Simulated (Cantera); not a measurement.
A perfectly stirred reactor is fed with 5.44 % CH4, 19.8 % O2, 74.5 % N2, 0.261 % H2O, equivalence ratio 0.55, at 100000 Pa; it is adiabatic with a 498 K inlet, and is followed from long to short residence time, starting on the burning branch (τ in s: 0.056, 0.021, 0.0078, 0.0029, 0.0011, 0.00041, 0.00015, 5.7e-05, 2.1e-05).

Computed with Cantera and GRI-Mech 3.0 (53 species, 325 reactions).

One state of this run: T (K) = 1711; x CH4 = 3.38e-5; x O2 = 0.0892; x HO2 = 4.17e-6; x CH2CO = 5.09e-9; x CH3 = 6.15e-6; x OH = 0.00154; x CH2 = 1.30e-7. x: mole fraction; the columns are a selection and need not sum to one.

Task: Which value of τ (s) does it belong to?
A) 5.7e-5
B) 0.0029
C) 0.021
D) 0.00015

Result: C, 0.021
